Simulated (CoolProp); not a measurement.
Hydrogen chloride along the isotherm 361.1 K: Z from the reference equation and from simpler models built on Tc = 324.7 K, pc = 8314 kPa, ω = 0.130; each cubic takes its own stable root.

Values from CoolProp's reference Helmholtz-energy equation of state, Thol 2018.

```json
[
 {"p (kPa)": "3460", "phase": "gas", "reference": "0.8831"},
 {"p (kPa)": "6930", "phase": "gas", "reference": "0.7536"},
 {"p (kPa)": "10400", "phase": "supercritical", "reference": "0.6054"},
 {"p (kPa)": "13900", "phase": "supercritical", "reference": "0.4388"},
 {"p (kPa)": "17300", "phase": "supercritical", "reference": "0.3815"},
 {"p (kPa)": "20800", "phase": "supercritical", "reference": "0.3977"},
 {"p (kPa)": "24200", "phase": "supercritical", "reference": "0.4286"},
 {"p (kPa)": "27700", "phase": "supercritical", "reference": "0.4650"},
 {"p (kPa)": "31200", "phase": "supercritical", "reference": "0.5032"},
 {"p (kPa)": "34600", "phase": "supercritical", "reference": "0.5410"},
 {"p (kPa)": "38100", "phase": "supercritical", "reference": "0.5800"},
 {"p (kPa)": "41600", "phase": "supercritical", "reference": "0.6190"}
]
```

Q: How far does each simpler model (van der Waals, Redlich-Kwong, Soave-Redlich-Kwong, Peng-Robinson) lie from the reference over these 12 states: mean and median of the absolute difference, and the worst?

A: 
- van der Waals: mean 24.7 %, median 33.9 %, worst +40.4 % at 361.1 K and 41600 kPa
- Redlich-Kwong: mean 12.4 %, median 16.2 %, worst +19.0 % at 361.1 K and 20800 kPa
- Soave-Redlich-Kwong: mean 15.5 %, median 18.2 %, worst +23.7 % at 361.1 K and 17300 kPa
- Peng-Robinson: mean 7.3 %, median 7.7 %, worst +14.5 % at 361.1 K and 17300 kPa
